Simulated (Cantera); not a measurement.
**Thermodynamics of boron, boron nitride and boron oxide, feed borazine + H2O + N2**

Feed: 1 mol borazine, 0.41 mol H2O, a varied amount of N2, at 1602 °C and 240 Torr.

Equilibrium computed with Cantera from the NASA thermochemical tables; the gas is ideal and each condensed phase is pure. Candidate condensed phases: B, BN, B2O3, B3O3H3, H2O; 39 gas species. The feed counts by its element totals alone. Kinetics and transport are ignored.

```
n(N2) (mol)   x N2    x H2    x HBO    x HBO2    x B2O3  n BN(s)
-----------  -----  ------  -------  --------  --------  -------
4.5          0.566   0.404   0.0124   0.00795   0.00593     2.71
7            0.667   0.310  0.00970   0.00598   0.00454     2.71
11           0.758   0.225  0.00728   0.00421   0.00329     2.71
17           0.828   0.160  0.00538   0.00285   0.00232     2.70
26           0.880   0.111  0.00392   0.00187   0.00160     2.70
40           0.918  0.0757  0.00281   0.00119   0.00107     2.69
61           0.945  0.0511  0.00199  0.000742  0.000701     2.69
95           0.964  0.0335  0.00138  0.000443  0.000442     2.68
```
x: gas mole fraction; n: condensed amount in mol.

From 4.5 mol N2 to 95 mol N2 the condensed part is BN(s). The main B-bearing gas is HBO throughout. The share of B in condensed phases is highest at 4.5 mol N2 (90.4 %) and lowest at 95 mol N2 (89.4 %).
